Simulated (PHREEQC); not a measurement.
1 kg of water holding 0.013 mol/kgw KCl, 0.013 mol/kgw NaCl and 0.012 mol/kgw LiCl is evaporated at 30 °C; the solids stay in contact with the brine. No CO2 enters from the air. The run lets Halite, Sylvite precipitate or redissolve, and no other solid.

Equilibrium calculation in PHREEQC: Pitzer model, pitzer.dat.

| water left (kg) | ionic strength | water activity | Sylvite (mol) | Li in solution (mol/kgw) |
|---|---|---|---|---|
| 1 | 0.0380 | 0.999 | 0 | 0.0120 |
| 0.6755 | 0.0563 | 0.998 | 0 | 0.0178 |
| 0.375 | 0.101 | 0.997 | 0 | 0.0320 |
| 0.2533 | 0.150 | ___ | 0 | 0.0474 |
| 0.1407 | 0.270 | ___ | 0 | 0.0853 |
| 0.09502 | 0.400 | ___ | 0 | 0.126 |
| 0.05275 | 0.720 | 0.976 | 0 | 0.227 |
| 0.03564 | 1.07 | 0.964 | 0 | 0.337 |
| 0.01979 | 1.92 | 0.933 | 0 | 0.607 |
| 0.01337 | 2.84 | 0.896 | 0 | 0.897 |
| 0.007426 | 5.12 | ___ | 0 | 1.62 |
| 0.005012 | 6.61 | 0.708 | 0.00487 | 2.39 |

Problem. Some entries are withheld; supply them.

Solution. 
- 0.2533, water activity: 0.995
- 0.1407, water activity: 0.991
- 0.09502, water activity: 0.987
- 0.007426, water activity: 0.793

Complexes and solids missing from the database can't appear.
